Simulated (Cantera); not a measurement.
**Low-pressure radical oxidation in H2/O2**

An isothermal, constant-pressure homogeneous reactor starts with 19.3 % H₂, 48.3 % O₂, 32.4 % N₂, equivalence ratio 0.20, at 1275 K and 2670 Pa.

Cantera simulation using the H2/O2 subset of GRI-Mech 3.0, which has no nitrogen chemistry; the numbers are that mechanism's predictions, not measurements. Radical loss at walls, strong at low pressure, is not modelled. The temperature is held fixed by assumption; the heat of reaction is taken as removed at once.

```json
[
 {"t (s)": "9.00e-6", "x H₂": "0.193", "x O₂": "0.483", "x OH": "6.14e-10", "x H₂O₂": "1.53e-12", "x H": "5.42e-9"},
 {"t (s)": "3.41e-5", "x H₂": "0.193", "x O₂": "0.483", "x OH": "5.84e-9", "x H₂O₂": "2.19e-11", "x H": "2.39e-8"},
 {"t (s)": "0.000129", "x H₂": "0.193", "x O₂": "0.483", "x OH": "1.50e-7", "x H₂O₂": "3.12e-10", "x H": "4.85e-7"},
 {"t (s)": "0.000490", "x H₂": "0.171", "x O₂": "0.471", "x OH": "0.00312", "x H₂O₂": "7.62e-8", "x H": "0.0104"},
 {"t (s)": "0.00186", "x H₂": "0.0107", "x O₂": "0.387", "x OH": "0.00997", "x H₂O₂": "4.19e-7", "x H": "0.0561"},
 {"t (s)": "0.00704", "x H₂": "0.00527", "x O₂": "0.410", "x OH": "0.00716", "x H₂O₂": "5.34e-7", "x H": "0.0160"},
 {"t (s)": "0.0267", "x H₂": "0.000551", "x O₂": "0.426", "x OH": "0.00232", "x H₂O₂": "3.12e-7", "x H": "0.000490"},
 {"t (s)": "0.101", "x H₂": "3.56e-5", "x O₂": "0.428", "x OH": "0.000595", "x H₂O₂": "7.72e-8", "x H": "8.14e-6"},
 {"t (s)": "0.383", "x H₂": "4.18e-6", "x O₂": "0.428", "x OH": "0.000206", "x H₂O₂": "1.88e-8", "x H": "3.37e-7"},
 {"t (s)": "1.45", "x H₂": "7.50e-7", "x O₂": "0.428", "x OH": "8.79e-5", "x H₂O₂": "4.90e-9", "x H": "2.62e-8"},
 {"t (s)": "5.51", "x H₂": "1.90e-7", "x O₂": "0.428", "x OH": "4.43e-5", "x H₂O₂": "1.56e-9", "x H": "3.36e-9"},
 {"t (s)": "20.9", "x H₂": "1.12e-7", "x O₂": "0.428", "x OH": "3.40e-5", "x H₂O₂": "1.04e-9", "x H": "1.54e-9"},
 {"t (s)": "79.1", "x H₂": "1.11e-7", "x O₂": "0.428", "x OH": "3.39e-5", "x H₂O₂": "1.03e-9", "x H": "1.52e-9"},
 {"t (s)": "300", "x H₂": "1.11e-7", "x O₂": "0.428", "x OH": "3.39e-5", "x H₂O₂": "1.03e-9", "x H": "1.52e-9"}
]
```
x: mole fraction; the columns are a selection and need not sum to one.

Equilibrium at this temperature and pressure: H₂ 1.11e-7, O₂ 0.428, OH 3.39e-5, H₂O₂ 1.03e-9, H 1.52e-9 (gas phase only).
